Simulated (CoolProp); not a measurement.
Computed with CoolProp (reference Helmholtz-energy equation of state, de Reuck 1990).

For fluorine, give the phase and the speed of sound (m/s), expansivity (1/kK), fugacity coefficient at -112.55 °C and 2.06 MPa.


- -112.55 °C and 2.06 MPa: gas; speed of sound 211, expansivity 8.65, fugacity coefficient 0.909
